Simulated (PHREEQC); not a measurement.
0.2 mol of Fluorite (CaF2) is brought to equilibrium with 1 kg of water holding 2.2 mmol/kgw NaOH, at several temperatures. Oxygen alone is held at its pressure in air (log pO2 = -0.68). No CO2 enters from the air. The run lets Fluorite precipitate or redissolve, and no other solid.

The numbers come from PHREEQC with the ion-association model, phreeqc.dat.

```tsv
T (°C)	pH	dissolved Ca (mol/kgw)	dissolved F (mol/kgw)	CaOH+ (mol/kgw)
0	12.25	0.000168	0.000337	3.39e-5
10	11.85	0.000183	0.000366	1.65e-5
20	11.48	0.000200	0.000401	8.15e-6
30	11.15	0.000218	0.000436	4.21e-6
40	10.85	0.000235	0.000469	2.28e-6
50	10.58	0.000250	0.000500	1.30e-6
60	10.33	0.000263	0.000527	7.72e-7
70	10.11	0.000275	0.000550	4.79e-7
80	9.90	0.000284	0.000568	3.08e-7
90	9.72	0.000292	0.000583	2.06e-7
100	9.55	0.000297	0.000594	1.42e-7
```

Constants without temperature data keep their 25 °C values here.
